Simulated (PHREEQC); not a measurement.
Make-up at 25 °C: 0.073 mol/kgw TMAH and 0.016 mol/kgw K3PO4. Closed to the air; pH follows from the charge balance.

Model: ion-association model, phreeqc.dat, run in PHREEQC.

Problem. The ionic strength comes out as 0.167 mol/kgw. What activity coefficients do PO4-3, HPO4-2, OH-, K+, KHPO4- get?

Solution. PO4-3 0.060, HPO4-2 0.32, OH- 0.72, K+ 0.73, KHPO4- 0.76.

No solid was allowed to form. (CH3)4N+ isn't in the database: it is added as a free cation with an ion size of 4 Å.
